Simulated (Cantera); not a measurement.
A diamond (100) surface in a fixed gas of H2 with x(CH4) = 0.03, x(H) = 0.002, x(CH3) = 0.00066, 14000 Pa; coverages are run to steady state.

Cantera simulation using the Harris–Goodwin 1993 mechanism for the reconstructed diamond (100) surface; the numbers are that mechanism's predictions, not measurements.

θ: site fractions in the mechanism's names (c6HH fully hydrogenated, c6H* and c6*H radical sites, c6** diradical, c6HM methylated).

| T (K) | growth (µm/h) | θ c6HH | θ c6H* | θ c6*H | θ c6** | θ c6HM |
|---|---|---|---|---|---|---|
| 950 | 28.7 | 0.506 | 0.0110 | 0.261 | 0.00474 | 0.167 |
| 1000 | 37.0 | 0.489 | 0.0148 | 0.303 | 0.00709 | 0.136 |
| 1050 | 44.0 | 0.473 | … | … | … | … |
| 1100 | 46.3 | 0.459 | 0.0244 | 0.386 | 0.0140 | 0.0760 |
| 1150 | 40.5 | 0.448 | 0.0303 | 0.429 | 0.0187 | 0.0456 |
| 1200 | 30.0 | 0.434 | 0.0364 | 0.465 | 0.0238 | 0.0224 |
| 1250 | … | 0.417 | … | 0.492 | … | … |
| 1300 | 16.9 | 0.398 | 0.0477 | 0.509 | 0.0341 | 0.00380 |
| 1350 | 15.2 | 0.382 | 0.0528 | 0.520 | 0.0389 | 0.00150 |
| 1400 | 14.1 | 0.367 | 0.0576 | 0.527 | 0.0434 | 0.000591 |

Problem. Complete the blanks.

Solution. 
- 1050, θ c6H*: 0.0193
- 1050, θ c6*H: 0.344
- 1050, θ c6**: 0.0101
- 1050, θ c6HM: 0.107
- 1250, growth (µm/h): 21.3
- 1250, θ c6H*: 0.0422
- 1250, θ c6**: 0.0291
- 1250, θ c6HM: 0.00951
